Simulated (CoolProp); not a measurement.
Vapour pressure (kPa) of ethylene: the reference equation beside estimates from Tc = 9.2 °C, pc = 5042 kPa, ω = 0.087. Clausius-Clapeyron is anchored at -81.55 °C with a constant enthalpy of vaporisation of 12.55 kJ/mol.

Computed with CoolProp (reference Helmholtz-energy equation of state, Smukala 2000).

```csv
T (°C),reference,Lee-Kesler,Clausius-Clapeyron,van der Waals,Redlich-Kwong,Soave-Redlich-Kwong,Peng-Robinson
-137.65,7.763,7.722,12.16,105.6,6.327,7.652,8.348
-128.25,18.16,17.97,25.06,166.8,16.22,17.89,19.07
-118.95,37.52,37.10,46.98,248.8,35.73,37.00,38.76
-109.55,71.13,70.45,82.46,357.0,70.87,70.31,72.58
-100.25,124.1,123.3,135.5,492.2,127.5,123.0,125.5
-90.85,204.4,203.6,212.5,660.4,214.3,203.2,205.6
-81.55,317.6,317.2,317.6,860.9,337.3,316.9,318.3
-72.15,474.4,474.6,459.2,1101,507.3,474.8,474.5
-62.85,679.8,680.6,640.1,1377,728.8,682.5,679.3
-53.45,947.0,948.1,870.2,1698,1015,953.4,946.5
-44.15,1279,1280,1150,2059,1366,1291,1280
-34.75,1694,1693,1492,2469,1798,1713,1697
```

Absolute difference from the reference over all 12 rows, mean and median: Lee-Kesler 0.4 and 0.3 %, Clausius-Clapeyron 15.7 and 9.6 %, van der Waals 346.3 and 197.1 %, Redlich-Kwong 6.9 and 6.5 %, Soave-Redlich-Kwong 0.9 and 0.9 %, Peng-Robinson 1.7 and 0.4 %.
